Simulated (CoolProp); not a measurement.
Vapour-liquid equilibrium of R113 (1) + acetone (2) at 1.48 bar; x and y are mole fractions of (1).

Model: multi-fluid Helmholtz-energy mixture model, Marx 1992 and Lemmon 2006; pair parameters Bell 2016, in CoolProp.

```csv
x,bubble temperature (°C),y at the bubble point,dew temperature at overall composition x (°C),liquid density (mol/L)
0.05,65.0,0.119,66.5,12.33
0.125,62.1,0.251,64.9,11.85
0.2,60.0,0.346,63.2,11.39
0.275,58.5,0.419,61.5,10.96
0.35,57.4,0.476,59.9,10.55
0.425,56.7,0.525,58.3,10.16
0.5,56.1,0.569,57.0,9.802
0.575,55.8,0.611,56.1,9.463
0.65,55.7,0.653,55.7,9.146
0.725,55.8,0.700,55.9,8.850
0.8,56.2,0.755,56.6,8.571
0.875,56.9,0.824,57.6,8.307
0.95,58.2,0.916,58.7,8.054
```

y crosses x between x = 0.65 and 0.725: the model has an azeotrope there.

Pair parameters are fitted to limited data, so mixtures are less certain than the pure fluids.
